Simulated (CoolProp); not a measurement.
Vapour-liquid equilibrium of propane (1) + isobutene (2) at 215.8 K; x and y are mole fractions of (1).

The numbers come from the multi-fluid Helmholtz-energy mixture model, Lemmon 2009 and Lemmon 2005; pair parameters Bell 2016 in CoolProp.

```json
[
 {"x": "0.05", "bubble pressure, mixture model (bar)": "0.1150", "bubble pressure, Raoult's law (bar)": "0.1024", "y, mixture model": "0.320", "y, Raoult's law": "0.239"},
 {"x": "0.125", "bubble pressure, mixture model (bar)": "0.1557", "bubble pressure, Raoult's law (bar)": "0.1330", "y, mixture model": "0.531", "y, Raoult's law": "0.461"},
 {"x": "0.2", "bubble pressure, mixture model (bar)": "0.1894", "bubble pressure, Raoult's law (bar)": "0.1636", "y, mixture model": "?", "y, Raoult's law": "0.599"},
 {"x": "0.275", "bubble pressure, mixture model (bar)": "0.2190", "bubble pressure, Raoult's law (bar)": "0.1942", "y, mixture model": "0.711", "y, Raoult's law": "0.694"},
 {"x": "0.35", "bubble pressure, mixture model (bar)": "0.2464", "bubble pressure, Raoult's law (bar)": "0.2249", "y, mixture model": "0.764", "y, Raoult's law": "0.763"},
 {"x": "0.425", "bubble pressure, mixture model (bar)": "0.2727", "bubble pressure, Raoult's law (bar)": "0.2555", "y, mixture model": "0.806", "y, Raoult's law": "0.816"},
 {"x": "0.5", "bubble pressure, mixture model (bar)": "0.2989", "bubble pressure, Raoult's law (bar)": "0.2861", "y, mixture model": "0.842", "y, Raoult's law": "0.857"},
 {"x": "0.575", "bubble pressure, mixture model (bar)": "0.3254", "bubble pressure, Raoult's law (bar)": "0.3167", "y, mixture model": "?", "y, Raoult's law": "0.890"},
 {"x": "0.65", "bubble pressure, mixture model (bar)": "0.3527", "bubble pressure, Raoult's law (bar)": "0.3474", "y, mixture model": "?", "y, Raoult's law": "0.917"},
 {"x": "0.725", "bubble pressure, mixture model (bar)": "?", "bubble pressure, Raoult's law (bar)": "0.3780", "y, mixture model": "0.928", "y, Raoult's law": "0.940"},
 {"x": "0.8", "bubble pressure, mixture model (bar)": "?", "bubble pressure, Raoult's law (bar)": "0.4086", "y, mixture model": "0.951", "y, Raoult's law": "0.960"},
 {"x": "0.875", "bubble pressure, mixture model (bar)": "0.4399", "bubble pressure, Raoult's law (bar)": "0.4392", "y, mixture model": "0.971", "y, Raoult's law": "0.977"},
 {"x": "0.95", "bubble pressure, mixture model (bar)": "0.4701", "bubble pressure, Raoult's law (bar)": "0.4699", "y, mixture model": "0.989", "y, Raoult's law": "0.991"}
]
```

Question: What belongs in the gaps?

Answer: 
- 0.2, y, mixture model: 0.641
- 0.575, y, mixture model: 0.874
- 0.65, y, mixture model: 0.902
- 0.725, bubble pressure, mixture model (bar): 0.3809
- 0.8, bubble pressure, mixture model (bar): 0.4100

The largest gap from Raoult's law is +17.1 % in bubble pressure, at x = 0.125. No azeotrope shows between x = 0.05 and 0.95.

Pair parameters are fitted to limited data, so mixtures are less certain than the pure fluids.
